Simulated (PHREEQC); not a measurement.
A column of 0.1 m (30 cells, dispersivity 0.0035 m, 300 s a shift, diffusion coefficient 3e-10 m²/s) holds 0.0077 eq of the database's cation exchanger X per kg of pore water, first in equilibrium with 27 mmol/kgw Na2SO4, 6.8 mmol/kgw CaCl2 and 0.01 mmol/kgw HCl. It is flushed with 0.0043 mol/kgw MgCl2 and 1e-05 mol/kgw HCl, at 15 °C. Values are for the last cell. The system is closed to CO2. Nothing may precipitate in this run.

Base run: PHREEQC, ion-association model, phreeqc.dat. Each further column changes one thing. The table gives Mg in solution (mol/kgw).

```json
[
 {"pore volumes": "0", "base": "0", "exchange capacity from 0.0077 to 0.0039 eq/kgw": "0", "dispersivity from 0.0035 to 0.007 m": "0"},
 {"pore volumes": "0.4167", "base": "5.46e-8", "exchange capacity from 0.0077 to 0.0039 eq/kgw": "3.00e-7", "dispersivity from 0.0035 to 0.007 m": "5.31e-6"},
 {"pore volumes": "0.95", "base": "0.000241", "exchange capacity from 0.0077 to 0.0039 eq/kgw": "0.000727", "dispersivity from 0.0035 to 0.007 m": "0.000553"},
 {"pore volumes": "1.35", "base": "0.000942", "exchange capacity from 0.0077 to 0.0039 eq/kgw": "0.00203", "dispersivity from 0.0035 to 0.007 m": "0.00131"},
 {"pore volumes": "1.75", "base": "0.00214", "exchange capacity from 0.0077 to 0.0039 eq/kgw": "0.00323", "dispersivity from 0.0035 to 0.007 m": "0.00220"},
 {"pore volumes": "2.283", "base": "0.00325", "exchange capacity from 0.0077 to 0.0039 eq/kgw": "0.00399", "dispersivity from 0.0035 to 0.007 m": "0.00314"},
 {"pore volumes": "2.683", "base": "0.00372", "exchange capacity from 0.0077 to 0.0039 eq/kgw": "0.00419", "dispersivity from 0.0035 to 0.007 m": "0.00358"},
 {"pore volumes": "3.083", "base": "0.00399", "exchange capacity from 0.0077 to 0.0039 eq/kgw": "0.00427", "dispersivity from 0.0035 to 0.007 m": "0.00385"},
 {"pore volumes": "3.617", "base": "0.00418", "exchange capacity from 0.0077 to 0.0039 eq/kgw": "0.00429", "dispersivity from 0.0035 to 0.007 m": "0.00407"},
 {"pore volumes": "4.017", "base": "0.00424", "exchange capacity from 0.0077 to 0.0039 eq/kgw": "0.00430", "dispersivity from 0.0035 to 0.007 m": "0.00416"}
]
```
